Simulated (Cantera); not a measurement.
## B2O3 + NF3 + N2 (oxide etching and cleaning by halides)

Charge: 1 mol B2O3, 0.98 mol NF3, 62 mol N2.

These are equilibrium values from Cantera (NASA tables, ideal gas, pure condensed phases), not measurements of a reactor. Candidate condensed phases: B, BN, B2O3; 31 gas species. The tables' values for BF2 are old estimates. Equilibrium is a limit: real reactors are often held back by kinetics, nucleation or transport.

### Question
Map the stable condensed phases over T = 1100, 1150, 1200, 1250, 1300, 1350, 1400, 1450, 1500, 1550, 1600, 1650, 1700, 1750 K and P in Pa = 1, 6.8, 46, 320, 2200, 15000, 100000.

### Answer
```
T in K \ P in Pa
              1    6.8     46    320   2200  15000 100000
   1750       A      A      A      A      A      A      A
   1700       A      A      A      A      A      A      A
   1650       A      A      A      A      A      A      A
   1600       A      A      A      A      A      A      A
   1550       A      A      A      A      A      A      A
   1500       A      A      A      A      A      A      B
   1450       A      A      A      A      A      A      B
   1400       A      A      A      A      A      B      B
   1350       A      A      A      A      A      B      B
   1300       A      A      A      A      A      B      B
   1250       A      A      A      A      B      B      B
   1200       A      A      A      B      B      B      B
   1150       A      A      A      B      B      B      B
   1100       A      A      B      B      B      B      B
```
A: gas only; B: B2O3.
